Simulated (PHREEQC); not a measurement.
A solution holds 0.00071 mol CdCl2, 5.6e-07 mol ZnCl2, 1.3e-05 mol NaHCO3 and 5.5e-07 mol Na2SO4 per kg of water, at 25 °C. Closed to the air; pH follows from the charge balance.

Model: ion-association model, phreeqc.dat, run in PHREEQC.

### Question
The ionic strength comes out as 0.00201 mol/kgw. What activity coefficients do HCO3-, Cl-, Na+, Cd+2, CdCl+ get?

### Answer
HCO3- 0.95, Cl- 0.95, Na+ 0.95, Cd+2 0.82, CdCl+ 0.95.

No solid was allowed to form. Examples of supersaturated solids here: Otavite. Others may be too.
